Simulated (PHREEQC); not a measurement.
A solution holds 0.38 mol KOH and 9e-06 mol CO2 per kg of water, at 25 °C. Closed to the air; pH follows from the charge balance.

All values are PHREEQC results (ion-association model, phreeqc.dat), not measurements.

Each row changes one thing in this solution. No solid was allowed to form.

```
case                                  pH  HCO3- (mol/kgw)
---------------------------------  -----  ---------------
as made                            13.40          2.73e-9
temperature from 25 to 70 °C       12.18          2.61e-8
diluted 5-fold with water          12.77          3.39e-9
temperature from 25 to 40 °C       12.93          6.08e-9
CO2 from 9e-06 to 9.9e-06 mol/kgw  13.40          3.00e-9
```

Away from 25 °C the constants follow the database's enthalpies or fits; those with neither stay at their 25 °C values.
